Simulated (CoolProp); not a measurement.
The fluid at 298.15 K and 0.377 MPa flows at 1.8 m/s in a round tube of 20 mm bore and 0.25 µm roughness, fully developed (64/Re and Nu = 3.66 if laminar; Colebrook and Gnielinski if turbulent). The same conditions are run with several fluids, on thermodynamics alone (safety and materials aside).

Computed with CoolProp (reference Helmholtz-energy equation of state of each fluid (CF4 (R14): Platzer 1990; nitrogen: Span 2000; R143a: Lemmon and Jacobsen 2000; R22: Kamei 1995; C2F6 (R116): Lemmon 2006)). The equations of Platzer and Polt are older, rougher fits.

Task: Rank CF4 (R14), nitrogen, R143a, R22, C2F6 (R116) by Reynolds number, highest first.

Result: C2F6 (R116) (55800), R143a (44100), R22 (36400), CF4 (R14) (28100), nitrogen (8600)

```
fluid        Darcy friction factor  pressure drop (Pa/m)  heat-transfer coefficient (W/(m² K))  mass flow (kg/h)
-----------  ---------------------  --------------------  ------------------------------------  ----------------
CF4 (R14)                   0.0239                  26.3                                  56.0              27.6
nitrogen                    0.0322                  11.1                                  33.9              8.68
R143a                       0.0215                  23.9                                  73.4              27.8
R22                         0.0225                  25.4                                  52.1              28.4
C2F6 (R116)                 0.0204                  36.2                                  87.9              44.5
```

Transport values come from each fluid's own correlations; those of CF4 (R14), R143a, R22, C2F6 (R116) are estimates that may be off by 10 % or more.
